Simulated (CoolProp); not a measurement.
Vapour-liquid equilibrium of R134a (1) + R1234ze(E) (2) at 0.00162 MPa; x and y are mole fractions of (1).

Model: multi-fluid Helmholtz-energy mixture model, Tillner-Roth 1994 and Thol 2016; pair parameters Bell 2022, in CoolProp.

| x | bubble temperature, mixture model (°C) | bubble temperature, Raoult's law (°C) | y, mixture model | y, Raoult's law |
|---|---|---|---|---|
| 0.05 | -85.6 | -85.3 | 0.100 | 0.072 |
| 0.15 | -86.6 | -85.8 | 0.254 | 0.207 |
| 0.25 | -87.2 | -86.3 | 0.371 | 0.331 |
| 0.35 | -87.8 | -86.7 | 0.467 | 0.445 |
| 0.45 | -88.2 | -87.2 | 0.552 | 0.549 |
| 0.55 | -88.5 | -87.6 | 0.631 | 0.645 |
| 0.65 | -88.8 | -88.0 | 0.709 | 0.735 |
| 0.75 | -89.0 | -88.4 | 0.787 | 0.817 |
| 0.85 | -89.2 | -88.8 | 0.869 | 0.894 |
| 0.95 | -89.3 | -89.2 | 0.955 | 0.966 |

The largest gap from Raoult's law is -1.1 K in bubble temperature, at x = 0.35. No azeotrope shows between x = 0.05 and 0.95.

The pair parameters rest on a limited set of measurements; away from them the model extrapolates.
